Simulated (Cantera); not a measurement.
A closed system holds: 1 mol CH3F, 0.25 mol Si, 1.2 mol H2, 0.23 mol HCl, at 0.0133 bar.

Equilibrium computed with Cantera from the NASA thermochemical tables; the gas is ideal and each condensed phase is pure. Candidate condensed phases: C, C6H6, C7H8, C8H18, Si, SiC; 143 gas species. The tables' values for SiF3 are old estimates; treat these amounts as uncertain. Rates play no part. All values below are at 1173 K.

Base state: H2 0.847, SiF4 0.0771, HCl 0.0722, HF 0.00162, SiHF3 0.000968, SiF3 0.000450, CH4 0.000186, SiCl4 1.90e-5 (mole fractions); condensed: C(graphite).

### Question
What changes in the equilibrium state with this change: Si from 0.25 to 0.014 mol?

### Answer
```json
[
 {"species": "H2", "before": "0.847", "after": "0.652"},
 {"species": "HF", "before": "0.00162", "after": "0.276"},
 {"species": "HCl", "before": "0.0722", "after": "0.0673"},
 {"species": "SiF4", "before": "0.0771", "after": "0.00410"},
 {"species": "SiCl4", "before": "1.90e-5", "after": "<1e-9"},
 {"species": "SiCl2", "before": "1.65e-5", "after": "<1e-9"},
 {"species": "SiHF3", "before": "0.000968", "after": "2.33e-7"},
 {"species": "C(graphite), mol", "before": "0.999", "after": "1.000"}
]
```
